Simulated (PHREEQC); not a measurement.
Dissolve 1.2 mmol/kgw LiOH, 0.41 mmol/kgw Na2SiO3 and 0.032 mmol/kgw K2CO3 at 19 °C. Closed to the air; pH follows from the charge balance.

Model: ion-association model, wateq4f.dat, run in PHREEQC.

Precipitation was switched off in this run.

Q: Order these C species by the share of C that they hold, largest first: CO3-2, NaCO3-, HCO3-.

A: CO3-2 (91 %), HCO3- (7.8 %), NaCO3- (0.84 %)

The pH is 11.39 and the ionic strength 0.00212 mol/kgw. Complexes and solids missing from the database can't appear.
